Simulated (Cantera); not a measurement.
**Fe(CO)₅ + CO + H₂ (iron carbonyl, mercury and lead vapours)**

Input: 1 mol Fe(CO)₅, 0.49 mol CO, 0.4 mol H₂, at 0.00490 bar.

Method: chemical equilibrium by Gibbs-energy minimisation in Cantera with the NASA 1993 tables (ideal gas, pure condensed phases). Candidate condensed phases: C, C₆H₆, C₇H₈, C₈H₁₈, Fe, Fe(CO)₅, FeO, Fe(OH)₂, Fe(OH)₃, Fe₂O₃, Fe₃O₄, H₂O; 114 gas species. Condensed phases not in the tables: cementite and carbon dissolved in iron. Kinetics and transport are ignored.

| T (°C) | log p CO | log p H₂ | log p CO₂ | log p H | log p Fe | n C(graphite) | n Fe(α) | n Fe(γ) |
|---|---|---|---|---|---|---|---|---|
| 902 | -2.34 | -3.48 | -6.25 | -8.65 | -10.68 | 0.000740 | 1.00 | 0 |
| 952 | -2.34 | -3.48 | -6.55 | -8.25 | -9.95 | 0 | 0 | 1.00 |
| 1002 | -2.34 | -3.48 | -6.83 | -7.87 | -9.28 | 0 | 0 | 1.000 |
| 1052 | -2.34 | -3.48 | -7.09 | -7.53 | -8.66 | 0 | 0 | 1.000 |
| 1102 | -2.34 | -3.48 | -7.33 | -7.20 | -8.09 | 0 | 0 | 1.000 |
| 1152 | -2.34 | -3.48 | -7.56 | -6.91 | -7.55 | 0 | 0 | 1.000 |
| 1202 | -2.34 | -3.48 | -7.76 | -6.63 | -7.06 | 0 | 0 | 1.000 |
log p: log10 of the partial pressure in bar; n: condensed amount in mol.

At 902 °C the condensed part is C(graphite) + Fe(α). From 952 °C to 1202 °C the condensed part is Fe(γ).
